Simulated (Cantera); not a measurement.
Ignition delay

Mixture: 12.2 % CH₄, 12.1 % O₂, 75.7 % N₂, equivalence ratio 2.0, at 13500 Torr, adiabatic and at constant pressure. Ignition delay is the time to a rise of 400 K.

Model: GRI-Mech 3.0 (53 species, 325 reactions), integrated in Cantera. The pressure lies above the range GRI-Mech 3.0 was tuned for (to about 10 atm).

```tsv
T0 (K)	delay (ms)
1023	57.9
1098	19.5
1173	7.60
1248	3.23
1323	1.45
1398	0.682
1473	0.329
1548	0.163
```

- apparent activation energy between 1398 and 1548 K: 170 kJ/mol
